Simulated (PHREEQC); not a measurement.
0.51 g of hydrous ferric oxide (600 m²/g; 0.2 weak and 0.005 strong sites per Fe, Dzombak-Morel constants, diffuse double layer) in 1 kg of water with 0.005 mol/kgw of an inert sodium salt and 0.027 mmol/kgw Ag2SO4 and 0.42 mmol/kgw ZnSO4, at 25 °C; the pH is set by adding NaOH or the inert anion's acid. Oxygen is held at 0.21 atm. CO2 from the air is kept out. Precipitation was switched off in this run.

All values are PHREEQC results (ion-association model, wateq4f.dat), not measurements.

```csv
pH,S sorbed (%),Ag sorbed (%),Zn sorbed (%),surface charge σ (C/m²),surface potential ψ (mV)
4,97.5,0.0,0.1,0.059,130
4.5,93.6,0.2,0.8,0.045,116
5,85.0,0.5,3.8,0.034,103
5.5,71.2,0.6,7.9,0.026,90
6,54.3,0.6,18.8,0.020,78
6.5,40.5,1.3,48.1,0.017,71
7,31.0,3.4,76.3,0.015,66
7.5,19.9,8.3,91.3,0.014,61
8,7.7,18.6,97.3,0.010,50
8.5,1.4,37.6,99.2,0.006,30
9,0.2,62.6,99.4,0.001,4
9.5,0.0,82.7,99.4,-0.004,-22
10,0.0,93.2,99.3,-0.010,-48
```
